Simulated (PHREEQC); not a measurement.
A solution holds 0.0038 mol ZnSO4, 0.38 mol NiCl2, 0.0031 mol NaHCO3 and 0.00029 mol NaCl per kg of water, at 25 °C. Closed to the air; pH follows from the charge balance.

Computed with PHREEQC (ion-association model, wateq4f.dat).

No solid was allowed to form.

### Question
Predict the pH, activity of water, ionic strength.

### Answer
pH 5.47; activity of water 0.984; ionic strength 0.780 mol/kgw.

### Question
In which forms is Cl present?

### Answer
Cl- 72 %, NiCl2 17 %, NiCl+ 11 % of the Cl.

Caution: at this ionic strength the ion-association model is outside its range; a Pitzer model would be the better tool where its parameters exist. Complexes and solids missing from the database can't appear.
